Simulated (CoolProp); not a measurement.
Model: reference Helmholtz-energy equation of state, Thol 2018, in CoolProp.

Task: For hydrogen chloride, give the phase and the cv (kJ/(kg K)) at 299.3 K and 297 kPa; 299.3 K and 4160 kPa.

Result: 
- 299.3 K and 297 kPa: gas; cv 0.585
- 299.3 K and 4160 kPa: gas; cv 0.870
